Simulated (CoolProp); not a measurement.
Properties of isopentane along the isotherm 226.85 °C (Tc = 187.2 °C, pc = 3378 kPa, ω = 0.227).

Values from CoolProp's reference Helmholtz-energy equation of state, Lemmon 2006. It is a short technical equation, of lower accuracy than the large ones.

```json
[
 {"p (kPa)": "5.34", "phase": "gas", "density (kg/m³)": "0.09271", "cp (kJ/(kg K))": "2.540", "cv (kJ/(kg K))": "2.425", "expansivity (1/kK)": "2.003", "fugacity coefficient": "0.9996"},
 {"p (kPa)": "11", "phase": "gas", "density (kg/m³)": "0.1911", "cp (kJ/(kg K))": "2.541", "cv (kJ/(kg K))": "2.425", "expansivity (1/kK)": "2.006", "fugacity coefficient": "0.9992"},
 {"p (kPa)": "22.5", "phase": "gas", "density (kg/m³)": "0.3912", "cp (kJ/(kg K))": "2.541", "cv (kJ/(kg K))": "2.425", "expansivity (1/kK)": "2.012", "fugacity coefficient": "0.9983"},
 {"p (kPa)": "46.3", "phase": "gas", "density (kg/m³)": "0.8064", "cp (kJ/(kg K))": "2.543", "cv (kJ/(kg K))": "2.426", "expansivity (1/kK)": "2.024", "fugacity coefficient": "0.9964"},
 {"p (kPa)": "95", "phase": "gas", "density (kg/m³)": "1.661", "cp (kJ/(kg K))": "2.546", "cv (kJ/(kg K))": "2.427", "expansivity (1/kK)": "2.050", "fugacity coefficient": "0.9927"},
 {"p (kPa)": "195", "phase": "gas", "density (kg/m³)": "3.436", "cp (kJ/(kg K))": "[?]", "cv (kJ/(kg K))": "2.429", "expansivity (1/kK)": "2.104", "fugacity coefficient": "0.9850"},
 {"p (kPa)": "401", "phase": "gas", "density (kg/m³)": "[?]", "cp (kJ/(kg K))": "[?]", "cv (kJ/(kg K))": "[?]", "expansivity (1/kK)": "2.225", "fugacity coefficient": "0.9692"},
 {"p (kPa)": "823", "phase": "gas", "density (kg/m³)": "15.29", "cp (kJ/(kg K))": "2.601", "cv (kJ/(kg K))": "[?]", "expansivity (1/kK)": "2.509", "fugacity coefficient": "0.9373"},
 {"p (kPa)": "1690", "phase": "gas", "density (kg/m³)": "34.19", "cp (kJ/(kg K))": "2.696", "cv (kJ/(kg K))": "2.465", "expansivity (1/kK)": "[?]", "fugacity coefficient": "0.8729"}
]
```

**Question.** What belongs in the gaps?

**Answer.** 
- 195, cp (kJ/(kg K)): 2.552
- 401, density (kg/m³): 7.186
- 401, cp (kJ/(kg K)): 2.567
- 401, cv (kJ/(kg K)): 2.433
- 823, cv (kJ/(kg K)): 2.443
- 1690, expansivity (1/kK): 3.319
